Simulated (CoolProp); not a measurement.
A single-stage vapour-compression cycle with the fluid: evaporating at 234.15 K (dew point), condensing at 302.15 K (bubble point), superheat 10 K, subcooling 5 K, compressor efficiency 0.65, no pressure losses. The same conditions are run with several fluids, on thermodynamics alone (safety and materials aside).

Values from CoolProp's reference Helmholtz-energy equation of state of each fluid (fluoroethane (R161): Wu 2012; R404A: Lemmon 2003; R22: Kamei 1995; R227EA: Lemmon 2016; R236FA: Pan 2012). Blends and air are pseudo-pure fits.

### Question
Rank fluoroethane (R161), R404A, R22, R227EA, R236FA by cooling COP, highest first.

### Answer
fluoroethane (R161) (1.72), R22 (1.70), R236FA (1.66), R404A (1.54), R227EA (1.53)

```csv
fluid,pressure ratio,discharge temperature (K),refrigerating effect (kJ/kg),volumetric capacity (kJ/m³)
fluoroethane (R161),10.9,389.3,305,704
R404A,10.2,346.6,118,814
R22,10.5,397.2,166,804
R227EA,15.1,318.6,78.7,228
R236FA,19.9,331.8,110,129
```
